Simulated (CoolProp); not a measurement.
Dimethyl carbonate along the isobar 65.3 bar: Z from the reference equation and from simpler models built on Tc = 557.0 K, pc = 49.09 bar, ω = 0.346; each cubic takes its own stable root.

The numbers come from the reference Helmholtz-energy equation of state, Zhou 2011 in CoolProp.

| T (K) | phase | reference |
|---|---|---|
| 383.8 | liquid | 0.1930 |
| 395.6 | liquid | 0.1906 |
| 407.3 | liquid | 0.1885 |
| 419.1 | liquid | 0.1868 |
| 430.9 | liquid | 0.1854 |
| 442.6 | liquid | 0.1843 |
| 454.4 | liquid | 0.1836 |
| 466.2 | liquid | 0.1834 |
| 478 | liquid | 0.1835 |
| 489.7 | liquid | 0.1842 |
| 501.5 | liquid | 0.1856 |
| 513.3 | liquid | 0.1880 |
| 525.1 | liquid | 0.1916 |
| 536.8 | liquid | 0.1972 |

How far does each simpler model (Redlich-Kwong, Soave-Redlich-Kwong, Peng-Robinson) lie from the reference over these 14 states: mean and median of the absolute difference, and the worst?


- Redlich-Kwong: mean 19.3 %, median 18.7 %, worst +24.0 % at 536.8 K and 65.3 bar
- Soave-Redlich-Kwong: mean 13.9 %, median 12.8 %, worst +20.3 % at 536.8 K and 65.3 bar
- Peng-Robinson: mean 2.1 %, median 1.3 %, worst +7.4 % at 536.8 K and 65.3 bar
